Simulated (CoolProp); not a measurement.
Vapour-liquid equilibrium of chloromethane (R40) (1) + isobutene (2) at -18.95 °C; x and y are mole fractions of (1).

Computed with CoolProp (multi-fluid Helmholtz-energy mixture model, Thol 2014 and Lemmon 2005; pair parameters Bell 2016).

```tsv
x	bubble pressure, mixture model (kPa)	bubble pressure, Raoult's law (kPa)	y, mixture model	y, Raoult's law
0.05	(withheld)	65.07	0.122	0.096
0.15	(withheld)	71.43	0.302	0.263
0.25	84.58	77.79	0.432	0.403
0.35	91.55	84.15	0.534	0.522
0.45	97.80	90.51	0.621	0.624
0.55	103.5	96.86	0.697	0.712
0.65	(withheld)	103.2	(withheld)	0.790
0.75	113.8	109.6	0.835	0.859
0.85	118.6	115.9	(withheld)	0.920
0.95	(withheld)	122.3	(withheld)	0.975
```

### Question
Some entries are withheld; supply them.

### Answer

- 0.05, bubble pressure, mixture model (kPa): 67.25
- 0.15, bubble pressure, mixture model (kPa): 76.61
- 0.65, bubble pressure, mixture model (kPa): 108.8
- 0.65, y, mixture model: 0.768
- 0.85, y, mixture model: 0.901
- 0.95, bubble pressure, mixture model (kPa): 123.2
- 0.95, y, mixture model: 0.967

The largest gap from Raoult's law is +8.8 % in bubble pressure, at x = 0.35. No azeotrope shows between x = 0.05 and 0.95.

Pair parameters are fitted to limited data, so mixtures are less certain than the pure fluids.
